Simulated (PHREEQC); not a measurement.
Hard or scaling water: an equilibrium model

Consider water at 25 °C with 0.18 mol MgCl2, 0.017 mol Na2SO4 and 0.00048 mol NaCl per kg of water. Closed to the air; pH follows from the charge balance.

Computed with PHREEQC (ion-association model, phreeqc.dat).

Each row changes one thing in this solution. This is a speciation only: nothing precipitates in the calculation.

```
case                                            pH  ionic strength (mol/kgw)  Mg+2 (mol/kgw)  MgSO4 (mol/kgw)  SO4-2 (mol/kgw)  NaSO4- (mol/kgw)  SI of Halite (NaCl)
--------------------------------------------  ----  ------------------------  --------------  ---------------  ---------------  ----------------  -------------------
as made                                       6.37                     0.546           0.169           0.0112          0.00558          0.000198                -3.81
diluted 100-fold with water                   6.92                   0.00579         0.00177          3.07e-5         0.000139           1.75e-7                -7.55
0.091 mol/kgw HCl added                       1.19                     0.642           0.173          0.00713          0.00380          0.000129                -3.72
NaCl from 0.00048 to 9.6e-05 mol/kgw          6.37                     0.546           0.169           0.0112          0.00558          0.000196                -3.82
NaCl replaced by NH4Cl at the same molality   6.28                     0.546           0.169           0.0112          0.00558          0.000196                -3.82
Na2SO4 from 0.017 to 0.17 mol/kgw             6.62                     0.701           0.103           0.0765           0.0717            0.0219                -2.86
0.0085 mol/kgw NaAlO2 added                   8.04                     0.555           0.169           0.0112          0.00560          0.000247                -3.72
MgCl2 replaced by MgSO4 at the same molality  6.75                     0.344          0.0749            0.105           0.0886           0.00334                -6.71
```

The ionic strength passes 0.7 mol/kgw, the rough limit of the ion-association models, in Na2SO4 from 0.017 to 0.17 mol/kgw. Some of these states are supersaturated (in Al(OH)3(a), Gibbsite (slow to form), for instance).
